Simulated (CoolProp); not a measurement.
The fluid at 424.66 K and 2.62 MPa is throttled through a valve to 1.64 MPa with no heat exchange. The same conditions are run with several fluids, on thermodynamics alone (safety and materials aside).

The numbers come from the reference Helmholtz-energy equation of state of each fluid (ethanol: Schroeder 2014; R365MFC: Lemmon 2016; n-pentane: Thol 2019; decamethyltetrasiloxane (MD2M): Thol 2017; o-xylene: Zhou 2012) in CoolProp.

```csv
fluid,temperature change (K),final phase,final density (kg/m³)
ethanol,…,liquid,…
R365MFC,-3.2,"two-phase, vapour fraction 0.040",…
n-pentane,…,liquid,…
decamethyltetrasiloxane (MD2M),+0.3,liquid,…
o-xylene,+0.3,liquid,…
```

### Question
Complete the blanks.

### Answer

- ethanol, temperature change (K): -0.0
- ethanol, final density (kg/m³): 649
- R365MFC, final density (kg/m³): 691
- n-pentane, temperature change (K): -0.6
- n-pentane, final density (kg/m³): 458
- decamethyltetrasiloxane (MD2M), final density (kg/m³): 724
- o-xylene, final density (kg/m³): 765
